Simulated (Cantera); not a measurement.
A closed system holds: 1 mol LiCl, 2.1 mol H₂O, 110 mol H₂, at 10.0 Torr.

These are equilibrium values from Cantera (NASA tables, ideal gas, pure condensed phases), not measurements of a reactor. Candidate condensed phases: H₂O, Li, LiCl, LiH, LiOH, Li₂O; 25 gas species. Equilibrium is a limit: real reactors are often held back by kinetics, nucleation or transport.

x: gas mole fraction; n: condensed amount in mol.

```json
[
 {"T (K)": "825", "x H₂": "0.981", "x H₂O": "0.0187", "x LiCl": "0.000128", "x Li₂Cl₂": "0.000270", "x H": "6.80e-11", "x HCl": "8.82e-7", "n LiCl(s)": "0.917"},
 {"T (K)": "925", "x H₂": "0.976", "x H₂O": "0.0186", "x LiCl": "0.00215", "x Li₂Cl₂": "0.00310", "x H": "2.23e-9", "x HCl": "5.03e-6", "n LiCl(s)": "0"},
 {"T (K)": "1025", "x H₂": "0.974", "x H₂O": "0.0186", "x LiCl": "0.00558", "x Li₂Cl₂": "0.00161", "x H": "3.72e-8", "x HCl": "1.57e-5", "n LiCl(s)": "0"},
 {"T (K)": "1125", "x H₂": "0.973", "x H₂O": "0.0185", "x LiCl": "0.00800", "x Li₂Cl₂": "0.000404", "x H": "3.80e-7", "x HCl": "3.46e-5", "n LiCl(s)": "0"},
 {"T (K)": "1225", "x H₂": "0.973", "x H₂O": "0.0185", "x LiCl": "0.00862", "x Li₂Cl₂": "8.13e-5", "x H": "2.66e-6", "x HCl": "6.09e-5", "n LiCl(s)": "0"},
 {"T (K)": "1325", "x H₂": "0.973", "x H₂O": "0.0185", "x LiCl": "0.00871", "x Li₂Cl₂": "1.88e-5", "x H": "1.40e-5", "x HCl": "9.83e-5", "n LiCl(s)": "0"},
 {"T (K)": "1425", "x H₂": "0.973", "x H₂O": "0.0184", "x LiCl": "0.00868", "x Li₂Cl₂": "[?]", "x H": "[?]", "x HCl": "[?]", "n LiCl(s)": "0"},
 {"T (K)": "1525", "x H₂": "0.972", "x H₂O": "0.0184", "x LiCl": "0.00860", "x Li₂Cl₂": "[?]", "x H": "[?]", "x HCl": "[?]", "n LiCl(s)": "0"},
 {"T (K)": "1625", "x H₂": "0.972", "x H₂O": "0.0184", "x LiCl": "0.00846", "x Li₂Cl₂": "6.35e-7", "x H": "0.000602", "x HCl": "0.000377", "n LiCl(s)": "0"},
 {"T (K)": "1725", "x H₂": "0.971", "x H₂O": "0.0184", "x LiCl": "0.00825", "x Li₂Cl₂": "2.59e-7", "x H": "0.00158", "x HCl": "0.000585", "n LiCl(s)": "0"}
]
```

Problem. Complete the blanks.

Solution. 
- 1425, x Li₂Cl₂: 5.25e-6
- 1425, x H: 5.83e-5
- 1425, x HCl: 0.000154
- 1525, x Li₂Cl₂: 1.72e-6
- 1525, x H: 0.000202
- 1525, x HCl: 0.000241
